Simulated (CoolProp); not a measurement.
Vapour-liquid equilibrium of R1234yf (1) + R1234ze(E) (2) at 0.0238 MPa; x and y are mole fractions of (1).

Computed with CoolProp (multi-fluid Helmholtz-energy mixture model, Lemmon 2022 and Thol 2016; pair parameters Bell 2022).

Task: Give the bubble temperature and the first vapour's composition at x = 0.125, 0.275, 0.8. Is there an azeotrope?

Result: x = 0.125: -49.6 °C, y = 0.210; x = 0.275: -51.4 °C, y = 0.408; x = 0.8: -56.4 °C, y = 0.876. No azeotrope shows between x = 0.05 and 0.95.

Pair parameters are fitted to limited data, so mixtures are less certain than the pure fluids.
